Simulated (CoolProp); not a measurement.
Saturation properties of n-butane.

Computed with CoolProp (reference Helmholtz-energy equation of state, Bücker 2006).

| T (K) | p (MPa) | liquid density (kg/m³) | liquid cp (kJ/(kg K)) |
|---|---|---|---|
| 336.1 | 0.6855 | 525.1 | 2.696 |
| 340.7 | 0.7644 | 518.7 | 2.735 |
| 345.4 | … | 512.0 | 2.776 |
| 350 | 0.9442 | 505.2 | … |
| 354.7 | 1.046 | 498.0 | 2.867 |
| 359.3 | 1.153 | 490.8 | 2.918 |
| 364 | 1.271 | … | … |
| 368.7 | 1.398 | 475.0 | 3.036 |

Problem. Complete the blanks.

Solution. 
- 345.4, p (MPa): 0.8518
- 350, liquid cp (kJ/(kg K)): 2.820
- 364, liquid density (kg/m³): 483.1
- 364, liquid cp (kJ/(kg K)): 2.974

It boils at 272.7 K under 1 atm.
